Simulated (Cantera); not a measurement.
Input: 1 mol MgCO3, 1.5 mol SO3, 0.057 mol CO2, held at 660 Torr.

Method: chemical equilibrium by Gibbs-energy minimisation in Cantera with the NASA 1993 tables (ideal gas, pure condensed phases). Candidate condensed phases: C, Mg, MgCO3, MgO, MgS, MgSO4, S; 26 gas species. The numbers say what is thermodynamically allowed, not how fast it happens. All values below are at 1275 K.

Base state: CO2 0.589, SO2 0.265, O2 0.133, SO3 0.0132 (mole fractions); condensed: MgSO4(s).

### Question
What changes in the equilibrium state with this change: pressure from 660 Torr to 10.0 Torr?

### Answer
```json
[
 {"species": "SO2", "before": "0.265", "after": "0.451"},
 {"species": "CO2", "before": "0.589", "after": "0.320"},
 {"species": "O2", "before": "0.133", "after": "0.225"},
 {"species": "SO3", "before": "0.0132", "after": "0.00359"},
 {"species": "MgSO4(s), mol", "before": "1.00", "after": "0"},
 {"species": "MgO(s), mol", "before": "0", "after": "1.00"}
]
```
